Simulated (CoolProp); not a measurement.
Toluene along the isotherm 346.85 °C: density (kg/m³) from the reference equation and from simpler models built on Tc = 318.6 °C, pc = 41.26 bar, ω = 0.266; each cubic takes its own stable root.

The numbers come from the reference Helmholtz-energy equation of state, Lemmon 2006 in CoolProp. It is a short technical equation, of lower accuracy than the large ones.

```json
[
 {"p (bar)": "6.19", "phase": "gas", "reference": "11.63", "van der Waals": "11.54", "Redlich-Kwong": "[?]", "Soave-Redlich-Kwong": "11.58"},
 {"p (bar)": "12.4", "phase": "gas", "reference": "24.62", "van der Waals": "24.23", "Redlich-Kwong": "[?]", "Soave-Redlich-Kwong": "24.41"},
 {"p (bar)": "18.6", "phase": "gas", "reference": "[?]", "van der Waals": "38.38", "Redlich-Kwong": "38.97", "Soave-Redlich-Kwong": "38.78"},
 {"p (bar)": "24.8", "phase": "gas", "reference": "56.38", "van der Waals": "54.55", "Redlich-Kwong": "55.67", "Soave-Redlich-Kwong": "[?]"},
 {"p (bar)": "30.9", "phase": "gas", "reference": "76.43", "van der Waals": "73.43", "Redlich-Kwong": "75.21", "Soave-Redlich-Kwong": "74.24"},
 {"p (bar)": "37.1", "phase": "gas", "reference": "101.9", "van der Waals": "97.73", "Redlich-Kwong": "100.2", "Soave-Redlich-Kwong": "98.03"},
 {"p (bar)": "43.3", "phase": "supercritical", "reference": "136.4", "van der Waals": "133.5", "Redlich-Kwong": "134.9", "Soave-Redlich-Kwong": "129.6"},
 {"p (bar)": "49.5", "phase": "supercritical", "reference": "190.0", "van der Waals": "212.2", "Redlich-Kwong": "194.0", "Soave-Redlich-Kwong": "176.8"},
 {"p (bar)": "55.7", "phase": "supercritical", "reference": "291.3", "van der Waals": "[?]", "Redlich-Kwong": "275.7", "Soave-Redlich-Kwong": "245.7"},
 {"p (bar)": "61.9", "phase": "supercritical", "reference": "374.1", "van der Waals": "294.7", "Redlich-Kwong": "[?]", "Soave-Redlich-Kwong": "298.1"}
]
```

Fill in the missing entries.


- 6.19, Redlich-Kwong: 11.60
- 12.4, Redlich-Kwong: 24.48
- 18.6, reference: 39.33
- 24.8, Soave-Redlich-Kwong: 55.21
- 55.7, van der Waals: 270.1
- 61.9, Redlich-Kwong: 321.0
